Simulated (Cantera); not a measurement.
# NO annealing gas

An isothermal, constant-pressure homogeneous reactor starts with 73.0 % NO, 27.0 % N2, at 2125 K and 1.70 bar.

Cantera simulation using GRI-Mech 3.0 (53 species, 325 reactions); the numbers are that mechanism's predictions, not measurements.

| t (s) | x NO | x O | x NO2 | x N2O | x O2 |
|---|---|---|---|---|---|
| 0.000300 | 0.728 | 0.000164 | 0.000339 | 0.000257 | 0.000462 |
| 0.000563 | 0.726 | 0.000174 | 0.000361 | 0.000272 | 0.00122 |
| 0.00106 | 0.724 | 0.000181 | 0.000376 | 0.000271 | 0.00267 |
| 0.00198 | 0.718 | 0.000192 | 0.000400 | 0.000266 | 0.00539 |
| 0.00371 | 0.708 | 0.000212 | 0.000439 | 0.000257 | 0.0105 |
| 0.00696 | 0.689 | 0.000245 | 0.000500 | 0.000242 | 0.0199 |
| 0.0131 | 0.654 | 0.000295 | 0.000580 | 0.000215 | 0.0372 |
| 0.0245 | 0.593 | 0.000366 | 0.000663 | 0.000174 | 0.0675 |
| 0.0459 | 0.495 | 0.000459 | 0.000701 | 0.000119 | 0.117 |
| 0.0862 | 0.358 | 0.000562 | 0.000627 | 6.09e-5 | 0.185 |
| 0.162 | 0.207 | 0.000657 | 0.000428 | 2.04e-5 | 0.261 |
| 0.303 | 0.0919 | 0.000722 | 0.000209 | 4.51e-6 | 0.318 |
| 0.569 | 0.0354 | 0.000751 | 8.40e-5 | 1.28e-6 | 0.347 |
| 1.07 | 0.0168 | 0.000760 | 4.04e-5 | 8.59e-7 | 0.356 |
| 2.00 | 0.0127 | 0.000762 | 3.07e-5 | 8.09e-7 | 0.358 |
x: mole fraction; the columns are a selection and need not sum to one.

Equilibrium at this temperature and pressure: NO 0.0124, O 0.000763, NO2 2.99e-5, N2O 8.05e-7, O2 0.358 (gas phase only).
